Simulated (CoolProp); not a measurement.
Values from CoolProp's reference Helmholtz-energy equation of state, de Reuck 1993.

Task: For methanol, give the phase and the Z, viscosity (µPa s), conductivity (mW/(m K)), fugacity coefficient at 248.15 °C and 1.91 MPa.

Result: 
- 248.15 °C and 1.91 MPa: gas; Z 0.924, viscosity 16.8, conductivity 44.8, fugacity coefficient 0.931

Viscosity comes from a separate model (Xiang 2006). Thermal conductivity comes from a separate model (Sykioti 2013).
